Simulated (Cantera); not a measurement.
# trisilylamine + NH3 + N2 (silicon nitride deposition)

Charge: 1 mol trisilylamine, 12 mol NH3, 18 mol N2, at 1473 K.

These are equilibrium values from Cantera (NASA tables, ideal gas, pure condensed phases), not measurements of a reactor. Candidate condensed phases: Si, Si3N4; 18 gas species. The feed counts by its element totals alone. Kinetics and transport are ignored.

```tsv
P (Pa)	x N2	x H2	x H	x Si	x NH3	x SiH	x Si2N	x SiN	n Si(s)	n Si3N4(s)
5	0.521	0.478	0.00124	0.000109	8.02e-10	1.92e-6	1.17e-6	8.07e-7	2.99	0
17	0.500	0.499	0.000686	1.52e-5	2.85e-9	5.04e-7	1.39e-7	2.03e-7	0	1.000
59	0.500	0.500	0.000368	1.91e-6	9.91e-9	1.18e-7	1.42e-8	4.74e-8	0	1.000
210	0.500	0.500	0.000195	2.30e-7	3.53e-8	2.68e-8	1.39e-9	1.08e-8	0	1.000
710	0.500	0.500	0.000106	3.03e-8	1.19e-7	6.48e-9	1.48e-10	2.60e-9	0	1.000
2400	0.500	0.500	5.77e-5	3.97e-9	4.04e-7	1.56e-9	1.59e-11	6.29e-10	0	1.00
8400	0.500	0.500	3.09e-5	4.92e-10	1.41e-6	3.63e-10	1.60e-12	1.46e-10	0	1.00
29000	0.500	0.500	1.66e-5	6.24e-11	4.88e-6	8.55e-11	<1e-12	3.43e-11	0	1.00
100000	0.500	0.500	8.95e-6	7.93e-12	1.68e-5	2.02e-11	<1e-12	8.10e-12	0	1.00
```
x: gas mole fraction; n: condensed amount in mol.

At 5.00 Pa the condensed part is Si(s). From 17.0 Pa to 100000 Pa the condensed part is Si3N4(s).
